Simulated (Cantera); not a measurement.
Feed: 1 mol SiH2Cl2, 0.0053 mol Cl2, 69 mol N2, held at 100 Torr.

Cantera equilibrium calculation (NASA polynomials, part measured and part estimated; ideal gas, pure solids and liquids). Candidate condensed phases: NH4Cl, Si, Si3N4; 28 gas species. N2 is the only nitrogen source here; it is nearly inert below about 1500 K, so the nitride shown seldom forms there in practice. The tables' values for SiCl3 are old estimates; treat these amounts as uncertain. Kinetics and transport are ignored. All values below are at 1200 K.

Base state: N2 0.973, HCl 0.0218, H2 0.00333, SiCl4 0.00166, SiCl3 4.81e-5, SiCl2 1.23e-5 (mole fractions); condensed: Si3N4(s).

Task: What changes in the equilibrium state with this change: 0.62 mol NH3 added?

Result: 
```tsv
species	before	after
N2	0.973	0.959
HCl	0.0218	0.0271
H2	0.00333	0.0134
SiCl4	0.00166	0.000244
SiCl3	4.81e-5	1.15e-5
SiCl2	1.23e-5	4.73e-6
Si3N4(s), mol	0.293	0.327
```
